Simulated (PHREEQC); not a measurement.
A solution holds 0.01 mol NaH2PO4, 0.0014 mol NaOH and 2.2e-07 mol H4SiO4 per kg of water, at 14 °C. Closed to the air; pH follows from the charge balance.

Model: ion-association model, wateq4f.dat, run in PHREEQC.

```csv
quantity,before,after
pH,6.30,6.34
NaHPO4- (mol/kgw),1.97e-5,5.56e-6
H3PO4 (mol/kgw),4.99e-7,2.34e-7
SI of Quartz (SiO2),-2.51,-2.81
```

Task: What was changed between the two runs?
(A) 0.00024 mol/kgw HCl added
(B) NaOH replaced by Na2HAsO4 at the same molality
(C) diluted 2-fold with water
(D) diluted 10-fold with water
(E) H4SiO4 replaced by K2SiO3 at the same molality

Result: C, diluted 2-fold with water

This is a speciation only: nothing precipitates in the calculation. H3PO4, which wateq4f.dat lacks, is added to it with the constant of phreeqc.dat. At this temperature some constants are extrapolated from 25 °C, and those without enthalpy data are left unchanged.
